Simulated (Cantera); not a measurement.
What does this Cantera script print?

```python
import numpy as np
import cantera as ct

gas_names = """
    F2 C2F4 CF3
""".split()
cond_names = """

""".split()


# ... load() reads the species with a 1 bar reference pressure and builds the phases ...
species = {s.name: s for s in load("nasa_gas.yaml", gas_names) + load("nasa_condensed.yaml", cond_names)}
# Each term lists the table entries of one substance; the one whose range holds T is used.
reactions = {
    'F2(g) + C2F4(g) = 2 CF3(g)':
        [(-1, ['F2']), (-1, ['C2F4']), (2, ['CF3'])],
}


def pick(names, T):
    return next(species[n] for n in names if species[n].thermo.min_temp <= T <= species[n].thermo.max_temp)


results = []
for label, terms in reactions.items():
    print(label)
    print("     T/K   dH/kJ  dS/(J/K)   dG/kJ   log10 K")
    for T in [300, 2625, 2700, 2775, 2850, 2925, 3000]:
        used = [(nu, pick(names, T)) for nu, names in terms]
        dH = sum(nu * s.thermo.h(T) for nu, s in used) / 1e6
        dS = sum(nu * s.thermo.s(T) for nu, s in used) / 1e3
        dG = dH - T * dS / 1e3
        logK = -dG * 1e6 / (ct.gas_constant * T * np.log(10))
        results.append((label, T, dH, dS, dG, logK, [s.name for _, s in used]))
        print(f"{T:8g} {dH:8.1f} {dS:8.1f} {dG:8.1f} {logK:8.2f}")
```

It prints:

```
F2(g) + C2F4(g) = 2 CF3(g)
     T/K   dH/kJ  dS/(J/K)   dG/kJ   log10 K
     300   -282.0     27.3   -290.2    50.53
    2625   -296.0     12.6   -329.0     6.55
    2700   -296.4     12.4   -329.9     6.38
    2775   -296.8     12.3   -330.9     6.23
    2850   -297.2     12.1   -331.8     6.08
    2925   -297.5     12.0   -332.7     5.94
    3000   -297.9     11.9   -333.6     5.81
```

Source: NASA polynomial tables (part measured, part estimated), evaluated in Cantera. The tables' values for C2F4 are old estimates. Condensed species are held in their standard states even where they would react or evaporate.
